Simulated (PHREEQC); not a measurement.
Make-up at 40 °C: 0.21 mmol/kgw PbCl2 and 0.09 mmol/kgw HNO3. Closed to the air; pH follows from the charge balance.

The numbers come from PHREEQC with the ion-association model, phreeqc.dat.

Precipitation was switched off in this run.

Problem. What pH does the model give?

Solution. pH 4.06.

Problem. In which forms is Cl present?

Solution. Cl- 99 %, PbCl+ 1.0 % of the Cl.

Constants without temperature data keep their 25 °C values here.
